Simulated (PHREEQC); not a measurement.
Dissolve 0.015 mol NaH2PO4 and 0.001 mol Na2HPO4 per kg of water at 25 °C. Closed to the air; pH follows from the charge balance.

Equilibrium calculation in PHREEQC: ion-association model, phreeqc.dat.

Precipitation was switched off in this run.

Question: Order these P species by the share of P that they hold, largest first: HPO4-2, NaHPO4-, H2PO4-.

Answer: H2PO4- (94 %), HPO4-2 (6.2 %), NaHPO4- (0.12 %)

The pH is 5.86 and the ionic strength 0.0180 mol/kgw. Species that the database lacks are ignored.
